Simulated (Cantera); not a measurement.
Feed: 1 mol CCl₄, 0.032 mol HCl, 0.066 mol F₂, equilibrated at 2050 °C and 34.5 Torr.

Equilibrium computed with Cantera from the NASA thermochemical tables; the gas is ideal and each condensed phase is pure. Candidate condensed phases: C, C₆H₆, C₇H₈, C₈H₁₈; 118 gas species. The numbers say what is thermodynamically allowed, not how fast it happens.

What is the equilibrium state?


| Property | Value |
|---|---|
| x(Cl) | 0.963 |
| x(F) | 0.0151 |
| x(Cl₂) | 0.00929 |
| x(HF) | 0.00701 |
| x(CF₂) | 0.00453 |
| x(HCl) | 0.000789 |
| x(CF) | 0.000274 |
| x(ClF) | 0.000250 |
| x(CF₄) | 7.76e-5 |
| n(C(graphite)) | 0.979 mol |
| gas amount | 4.105 mol |
